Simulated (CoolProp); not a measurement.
Vapour-liquid equilibrium of benzene (1) + ethylbenzene (2) at 57.65 °C; x and y are mole fractions of (1).

Values from CoolProp's multi-fluid Helmholtz-energy mixture model, Thol 2012 and Zhou 2012; pair parameters Bell 2016.

| x | bubble pressure, mixture model (MPa) | bubble pressure, Raoult's law (MPa) | y, mixture model | y, Raoult's law |
|---|---|---|---|---|
| 0.05 | 0.008317 | 0.008738 | 0.237 | 0.275 |
| 0.15 | 0.01177 | 0.01288 | 0.518 | 0.560 |
| 0.25 | 0.01543 | 0.01701 | 0.677 | 0.706 |
| 0.35 | 0.01933 | 0.02115 | 0.778 | 0.795 |
| 0.45 | 0.02345 | 0.02529 | 0.847 | 0.855 |
| 0.55 | 0.02776 | 0.02943 | 0.896 | 0.898 |
| 0.65 | 0.03222 | 0.03357 | 0.932 | 0.930 |
| 0.75 | 0.03677 | 0.03771 | 0.959 | 0.956 |
| 0.85 | 0.04134 | 0.04184 | 0.979 | 0.976 |
| 0.95 | 0.04585 | 0.04598 | 0.994 | 0.993 |

The largest gap from Raoult's law is -9.3 % in bubble pressure, at x = 0.25. No azeotrope shows between x = 0.05 and 0.95.

Pair parameters are fitted to limited data, so mixtures are less certain than the pure fluids.
